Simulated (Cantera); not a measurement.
Charge: 1 mol BCl₃, 14 mol NH₃, 20 mol N₂, equilibrated at 1600 °C and 0.710 bar.

Cantera equilibrium calculation (NASA polynomials, part measured and part estimated; ideal gas, pure solids and liquids). Candidate condensed phases: B, BN, NH₄Cl; 21 gas species. Kinetics and transport are ignored.

Base state: N₂ 0.541, H₂ 0.398, HCl 0.0611, H 0.000484, Cl 5.63e-5 (mole fractions); condensed: BN(s).

Question: What changes in the equilibrium state with this change: NH₃ from 14 to 3.7 mol?

Answer: 
```tsv
species	before	after
N₂	0.541	0.752
H₂	0.398	0.143
HCl	0.0611	0.105
BCl₃	2.53e-6	5.10e-5
BCl₂	1.74e-6	1.22e-5
Cl	5.63e-5	0.000162
BCl	6.58e-6	1.60e-5
BN(s), mol	0.999	0.998
```
The tables' values for BCl, BCl₂ are old estimates; treat these amounts as uncertain.
